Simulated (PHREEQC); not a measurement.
Consider water at 78 °C with 20 mmol/kgw TMAH, 0.034 mmol/kgw K2SO4, 0.24 mmol/kgw CuSO4 and 40 mmol/kgw H2SO4. Closed to the air; pH follows from the charge balance.

The numbers come from PHREEQC with the ion-association model, phreeqc.dat.

Precipitation was switched off in this run.

Problem. Predict the pH, ionic strength.

Solution. pH 1.64; ionic strength 0.0552 mol/kgw.

Problem. In which forms is Cu present?

Solution. Cu+2 73 %, CuSO4 27 % of the Cu.

(CH3)4N+ isn't in the database: it is added as a free cation with an ion size of 4 Å. Constants without temperature data keep their 25 °C values here.
